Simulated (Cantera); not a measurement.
# Hydrocarbon pyrolysis for carbon deposition

A perfectly stirred reactor is fed with C2H4 : H2 = 1 : 47 (molar parts), at 0.0267 bar; it is held at 1698 K, and followed from long to short residence time.

Cantera simulation using GRI-Mech 3.0 (53 species, 325 reactions); the numbers are that mechanism's predictions, not measurements. GRI-Mech 3.0 was tuned for natural gas; its chemistry of ethylene as a main component is partial and can be far from experiment. GRI-Mech 3.0 stops at C3 and has no aromatics, soot or wall deposition, so with more carbon than oxygen in the feed, carbon stays in small species such as C2H2 where larger ones or solid carbon would form. Radical loss at walls, strong at low pressure, is not modelled.

```json
[
 {"τ (s)": "0.50", "x C2H4": "0.000357", "x H2": "0.979", "x C2H2": "0.0200", "x CH4": "1.95e-5", "x C2H6": "5.37e-9", "x C2H": "2.82e-8", "x CH3": "1.02e-7"},
 {"τ (s)": "0.14", "x C2H4": "0.00194", "x H2": "0.979", "x C2H2": "0.0185", "x CH4": "1.11e-5", "x C2H6": "1.54e-8", "x C2H": "1.06e-8", "x CH3": "2.52e-8"},
 {"τ (s)": "0.038", "x C2H4": "0.00719", "x H2": "0.979", "x C2H2": "0.0134", "x CH4": "4.94e-6", "x C2H6": "2.89e-8", "x C2H": "3.40e-9", "x CH3": "7.75e-9"},
 {"τ (s)": "0.010", "x C2H4": "0.0148", "x H2": "0.979", "x C2H2": "0.00586", "x CH4": "1.13e-6", "x C2H6": "2.71e-8", "x C2H": "6.02e-10", "x CH3": "3.12e-9"},
 {"τ (s)": "0.0029", "x C2H4": "0.0189", "x H2": "0.979", "x C2H2": "0.00192", "x CH4": "1.57e-7", "x C2H6": "1.37e-8", "x C2H": "6.47e-11", "x CH3": "1.31e-9"},
 {"τ (s)": "0.00079", "x C2H4": "0.0203", "x H2": "0.979", "x C2H2": "0.000539", "x CH4": "1.65e-8", "x C2H6": "5.66e-9", "x C2H": "5.02e-12", "x CH3": "4.99e-10"},
 {"τ (s)": "0.00022", "x C2H4": "0.0207", "x H2": "0.979", "x C2H2": "0.000151", "x CH4": "1.53e-9", "x C2H6": "2.08e-9", "x C2H": "<1e-12", "x CH3": "1.66e-10"}
]
```
x: mole fraction; the columns are a selection and need not sum to one.
